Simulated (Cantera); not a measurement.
An isothermal, constant-pressure homogeneous reactor starts with CH4 : H2 = 1 : 13 (molar parts), at 1775 K and 0.00530 bar. Integrator tolerance rtol = 1e-08.

Cantera simulation using GRI-Mech 3.0 (53 species, 325 reactions); the numbers are that mechanism's predictions, not measurements. GRI-Mech 3.0 stops at C3 and has no aromatics, soot or wall deposition, so with more carbon than oxygen in the feed, carbon stays in small species such as C2H2 where larger ones or solid carbon would form. Radical loss at walls, strong at low pressure, is not modelled.

Problem. What does this change do: temperature 1775 to 1223 K?

Solution. 
| quantity | before | after |
|---|---|---|
| x(CH4) at 100 s | 7.00e-5 (gas-phase equilibrium 6.36e-5) | 0.0714 (gas-phase equilibrium 0.0239) |
| x(H2) at 100 s | 0.963 (gas-phase equilibrium 0.963) | 0.929 (gas-phase equilibrium 0.954) |
| x(C2H4) at 100 s | 4.69e-6 (gas-phase equilibrium 4.69e-6) | 1.27e-5 (gas-phase equilibrium 0.000909) |
| x(C2H) at 100 s | 1.07e-6 (gas-phase equilibrium 1.07e-6) | <1e-12 (gas-phase equilibrium 2.05e-11) |
| x(C2H2) at 100 s | 0.0332 (gas-phase equilibrium 0.0332) | 9.00e-6 (gas-phase equilibrium 0.0213) |
